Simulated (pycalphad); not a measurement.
## Phase fractions of Al-2.612Si-3.653Mn (wt.%)

CALPHAD calculation (pycalphad, COST 507 light-alloy database (1999)), 1 atm. The database dates from 1999; later assessments differ in places, in temperatures and in the compounds included. Amounts are mole fractions of atoms.

```json
[
 {"T (K)": "1010", "LIQUID": "1.000", "ALMNSI_ALPHA": "-", "FCC_A1": "-", "DIAMOND_A4": "-"},
 {"T (K)": "930", "LIQUID": "0.936", "ALMNSI_ALPHA": "0.064", "FCC_A1": "-", "DIAMOND_A4": "-"},
 {"T (K)": "850", "LIQUID": "-", "ALMNSI_ALPHA": "0.103", "FCC_A1": "0.897", "DIAMOND_A4": "-"},
 {"T (K)": "770", "LIQUID": "-", "ALMNSI_ALPHA": "0.105", "FCC_A1": "0.889", "DIAMOND_A4": "0.006"},
 {"T (K)": "690", "LIQUID": "-", "ALMNSI_ALPHA": "0.105", "FCC_A1": "0.885", "DIAMOND_A4": "0.010"},
 {"T (K)": "610", "LIQUID": "-", "ALMNSI_ALPHA": "0.105", "FCC_A1": "0.883", "DIAMOND_A4": "0.012"},
 {"T (K)": "530", "LIQUID": "-", "ALMNSI_ALPHA": "0.105", "FCC_A1": "0.882", "DIAMOND_A4": "0.013"}
]
```

Database names, with the compositions (at.%) that they take in these runs: ALMNSI_ALPHA: Al 70-73 Mn 17 Si 10-13. FCC_A1 is fcc; DIAMOND_A4 is diamond (Si).
